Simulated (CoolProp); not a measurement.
Computed with CoolProp (reference Helmholtz-energy equation of state, Colonna 2008). It is a short technical equation, of lower accuracy than the large ones.

Task: Give the vapour pressure (MPa), liquid density (kg/m³), vapour density (kg/m³), liquid cp (kJ/(kg K)) of saturated dodecamethylcyclohexasiloxane (D6) at 256.75, 272.35 °C.

Result: 
| T (°C) | p (MPa) | liquid density (kg/m³) | vapour density (kg/m³) | liquid cp (kJ/(kg K)) |
|---|---|---|---|---|
| 256.75 | 0.131 | 687 | 15.0 | 2.06 |
| 272.35 | 0.180 | 662 | 20.7 | 2.10 |
